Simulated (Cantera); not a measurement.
What does this Cantera script print?

```python
import numpy as np
import cantera as ct

gas_names = [...]  # 118 gases of nasa_gas.yaml made of C, Cl, F, H
cond_names = """
    C(gr) C6H6(L) C7H8(L) C8H18(L),n-octa
""".split()


# ... load() reads the species with a 1 bar reference pressure and builds the phases ...
atoms = {
    'CH2F2': {'C': 1, 'H': 2, 'F': 2},
    'HCl': {'H': 1, 'CL': 1},
    'H2': {'H': 2},
}
top_T = {'C(gr)': 4500}  # K; cautious upper limits of use, not melting points


# ... equilibrate(T, P, feed) seeds the gas with the atoms and calls Mixture.equilibrate('TP', solver="vcs", rtol=1e-11, max_steps=5000) ...
results = []
feed = {'CH2F2': 1, 'HCl': 1.2, 'H2': 0.72}  # mol
P = 1000  # Pa
for T in [1048, 1198, 1348, 1498, 1648, 1798, 1948, 2098, 2248]:
    mix = equilibrate(T, P, feed)
    results.append((T, P, feed, dict(zip(mix.species_names, mix.species_moles))))
    x = sorted(zip(gas.X, gas.species_names), reverse=True)
    print(f"T = {T:g} K  P = {P:g} Pa  gas = {mix.phase_moles(0):.4g} mol")
    print("   x: " + "  ".join(f"{s} {v:.3e}" for v, s in x if v > 0.0001))
    print("   condensed (mol): " + ("  ".join(f"{mix.phase(i).name} {mix.phase_moles(i):.4g}"
          for i in range(1, mix.n_phases) if mix.phase_moles(i) > 1e-12) or "none"))
```

Output:

```
T = 1048 K  P = 1000 Pa  gas = 3.92 mol
   x: HF 5.102e-01  HCL 3.061e-01  H2 1.836e-01
   condensed (mol): C(gr) 0.9999
T = 1198 K  P = 1000 Pa  gas = 3.92 mol
   x: HF 5.102e-01  HCL 3.061e-01  H2 1.837e-01
   condensed (mol): C(gr) 1
T = 1348 K  P = 1000 Pa  gas = 3.92 mol
   x: HF 5.102e-01  HCL 3.061e-01  H2 1.837e-01
   condensed (mol): C(gr) 1
T = 1498 K  P = 1000 Pa  gas = 3.92 mol
   x: HF 5.102e-01  HCL 3.060e-01  H2 1.837e-01
   condensed (mol): C(gr) 1
T = 1648 K  P = 1000 Pa  gas = 3.922 mol
   x: HF 5.100e-01  HCL 3.055e-01  H2 1.836e-01  CL 4.979e-04  H 3.816e-04
   condensed (mol): C(gr) 0.9999
T = 1798 K  P = 1000 Pa  gas = 3.927 mol
   x: HF 5.093e-01  HCL 3.037e-01  H2 1.835e-01  CL 1.911e-03  H 1.508e-03
   condensed (mol): C(gr) 0.9997
T = 1948 K  P = 1000 Pa  gas = 3.941 mol
   x: HF 5.075e-01  HCL 2.986e-01  H2 1.831e-01  CL 5.911e-03  H 4.836e-03
   condensed (mol): C(gr) 0.9992
T = 2098 K  P = 1000 Pa  gas = 3.976 mol
   x: HF 5.029e-01  HCL 2.866e-01  H2 1.819e-01  CL 1.522e-02  H 1.312e-02  C2H2,acetylene 2.596e-04
   condensed (mol): C(gr) 0.9979
T = 2248 K  P = 1000 Pa  gas = 4.05 mol
   x: HF 4.937e-01  HCL 2.631e-01  H2 1.783e-01  CL 3.314e-02  H 3.102e-02  C2H2,acetylene 5.906e-04
   condensed (mol): C(gr) 0.9951
```

Cantera equilibrium calculation (NASA polynomials, part measured and part estimated; ideal gas, pure solids and liquids).
